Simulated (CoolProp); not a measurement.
Vapour-liquid equilibrium of carbon monoxide (1) + methane (2) at 109.9 K; x and y are mole fractions of (1).

Model: multi-fluid Helmholtz-energy mixture model, Lemmon 2006 and Setzmann 1991; pair parameters Kunz 2012, in CoolProp.

```
x     bubble pressure (bar)  y at the bubble point  dew pressure at overall composition x (bar)  liquid density (mol/L)
----  ---------------------  ---------------------  -------------------------------------------  ----------------------
0.05                  1.421                  0.404                                       0.9177                   26.42
0.2                   3.141                    ___                                        1.080                   26.19
0.35                  4.797                  0.861                                        1.312                   25.88
0.5                   6.252                  0.909                                        1.670                     ___
0.65                    ___                    ___                                        2.295                   24.95
0.8                   8.720                  0.962                                        3.657                   24.28
0.95                  10.07                  0.989                                        8.097                   23.45
```

Fill in the missing entries.


- 0.2, y at the bubble point: 0.758
- 0.5, liquid density (mol/L): 25.47
- 0.65, bubble pressure (bar): 7.517
- 0.65, y at the bubble point: 0.938

No azeotrope shows between x = 0.05 and 0.95.

Pair parameters are fitted to limited data, so mixtures are less certain than the pure fluids. The gap from Raoult's law changes sign with composition, which may be real or a fault of the pair parameters; it wasn't checked against measurements.
